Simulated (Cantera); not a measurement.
An adiabatic, constant-volume homogeneous reactor starts with CH4 : C2H6 : C3H8 : O2 : N2 = 1 : 0.1 : 0.4 : 3.95 : 14.9 (molar parts), equivalence ratio 1.1, at 1775 K and 0.987 atm. Integrator tolerance rtol = 1e-08.

Model: GRI-Mech 3.0 (53 species, 325 reactions), integrated in Cantera. GRI-Mech 3.0 was tuned for natural gas; its chemistry of propane as a main component is partial and can be far from experiment. Above 3000 K some thermodynamic fits are extrapolated.

### Question
What does this change do: N2 14.9 to 33 parts?

### Answer
```json
[
 {"quantity": "time of steepest temperature rise", "before": "18.1 µs", "after": "29.1 µs"},
 {"quantity": "temperature at 4.00 s", "before": "3006 K", "after": "2728 K"},
 {"quantity": "equilibrium temperature", "before": "3006 K", "after": "2728 K"},
 {"quantity": "x(CH4) at 4.00 s", "before": "<1e-12 (gas-phase equilibrium <1e-12)", "after": "<1e-12 (gas-phase equilibrium <1e-12)"},
 {"quantity": "x(C2H6) at 4.00 s", "before": "<1e-12 (gas-phase equilibrium <1e-12)", "after": "<1e-12 (gas-phase equilibrium <1e-12)"},
 {"quantity": "x(C3H8) at 4.00 s", "before": "<1e-12 (gas-phase equilibrium <1e-12)", "after": "<1e-12 (gas-phase equilibrium <1e-12)"},
 {"quantity": "x(C2H2) at 4.00 s", "before": "<1e-12 (gas-phase equilibrium <1e-12)", "after": "<1e-12 (gas-phase equilibrium <1e-12)"},
 {"quantity": "x(HCO) at 4.00 s", "before": "2.02e-7 (gas-phase equilibrium 2.02e-7)", "after": "2.91e-8 (gas-phase equilibrium 2.91e-8)"},
 {"quantity": "x(H) at 4.00 s", "before": "0.0205 (gas-phase equilibrium 0.0205)", "after": "0.00559 (gas-phase equilibrium 0.00559)"},
 {"quantity": "x(NO) at 4.00 s", "before": "0.0129 (gas-phase equilibrium 0.0129)", "after": "0.00602 (gas-phase equilibrium 0.00602)"}
]
```
